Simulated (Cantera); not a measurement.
A perfectly stirred reactor is fed with 85.5 % NO, 14.5 % N2, at 1.01 bar; it is held at 1900 K, and followed from long to short residence time.

Computed with Cantera and GRI-Mech 3.0 (53 species, 325 reactions).

One state of this run: x NO = 0.809; x NO2 = 0.000648; x N2 = 0.168; x O = 5.70e-5; x O2 = 0.0224; x N2O = 0.000283. x: mole fraction; the columns are a selection and need not sum to one.

**Question.** Which value of τ (s) does it belong to?
A) 0.0076
B) 0.45
C) 9.6
D) 0.058

**Answer.** D, 0.058
